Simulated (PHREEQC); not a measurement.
Dissolve 0.44 mol/kgw HNO3, 0.0095 mol/kgw NiCl2 and 0.0088 mol/kgw CsF at 25 °C. Closed to the air; pH follows from the charge balance.

Model: ion-association model, wateq4f.dat, run in PHREEQC.

No solid was allowed to form.

**Question.** What pH, activity of water does the model give?

**Answer.** pH 0.48; activity of water 0.984.

**Question.** In which forms is F present?

**Answer.** HF 95 %, H2F2 4.6 % of the F.
